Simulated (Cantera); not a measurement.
Feed: 1 mol SiH₂Cl₂, 0.014 mol Cl₂, 64 mol N₂, held at 1077 °C and 7.50 Torr.

Cantera equilibrium calculation (NASA polynomials, part measured and part estimated; ideal gas, pure solids and liquids). Candidate condensed phases: NH₄Cl, Si, Si₃N₄; 28 gas species. N₂ is the only nitrogen source here; it is nearly inert below about 1500 K, so the nitride shown seldom forms there in practice. The tables' values for SiCl₃ are old estimates; treat these amounts as uncertain. Rates play no part.

Base state: N₂ 0.970, HCl 0.0238, H₂ 0.00337, SiCl₂ 0.00152, SiCl₄ 0.000684, SiCl₃ 0.000457 (mole fractions); condensed: Si₃N₄(s).

Question: What changes in the equilibrium state with this change: temperature from 1077 °C to 1475 °C?

Answer: 
```
species          before     after
-------------  --------  --------
N₂                0.970     0.969
SiCl₂           0.00152    0.0111
H₂              0.00337    0.0109
HCl              0.0238   0.00831
Si                <1e-9   7.65e-5
SiCl            7.94e-9   7.23e-5
SiCl₄          0.000684   5.08e-7
H               1.38e-6  0.000239
Si₃N₄(s), mol     0.275    0.0859
```
The tables' values for SiCl, SiCl₃ are old estimates; treat these amounts as uncertain.

Question: What changes in the equilibrium state with this change: pressure from 7.50 Torr to 548 Torr?

Answer: 
```tsv
species	before	after
N₂	0.970	0.971
HCl	0.0238	0.0229
H₂	0.00337	0.00385
SiCl₂	0.00152	7.04e-5
SiCl₄	0.000684	0.00187
SiHCl₃	5.55e-6	1.80e-5
SiCl₃	0.000457	0.000162
Si₃N₄(s), mol	0.275	0.287
```
